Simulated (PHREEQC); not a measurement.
Nickel, zinc or cadmium bath: speciation

Consider water at 25 °C and 300 atm with 0.054 mol/kgw ZnSO4 and 0.015 mol/kgw KCl. Closed to the air; pH follows from the charge balance.

The numbers come from PHREEQC with the ion-association model, phreeqc.dat.

* **pH**: 5.51
* **ionic strength**: 0.144 mol/kgw
* **density**: 1.020 g/cm³

```csv
species,molality,activity,log γ
Zn+2,0.0324,0.0110,-0.470
SO4-2,0.0263,0.00878,-0.476
ZnSO4,0.0153,0.0158,0.014
Cl-,0.0145,0.0108,-0.129
K+,0.0142,0.0105,-0.131
Zn(SO4)2-2,0.00586,0.00200,-0.466
KSO4-,0.000755,0.000581,-0.114
ZnCl+,0.000479,0.000357,-0.127
ZnOH+,4.83e-6,3.69e-6,-0.117
H+,3.80e-6,3.09e-6,-0.090
HSO4-,2.52e-6,1.93e-6,-0.117
ZnOHCl,1.46e-6,1.51e-6,0.014
ZnCl2,1.20e-6,1.24e-6,0.014
ZnCl3-,7.36e-8,5.49e-8,-0.127
Zn(OH)2,1.65e-8,1.70e-8,0.014
OH-,5.70e-9,4.20e-9,-0.133
```

Precipitation was switched off in this run. Under pressure, the constants of complexes without a molar volume in the database are unreliable.
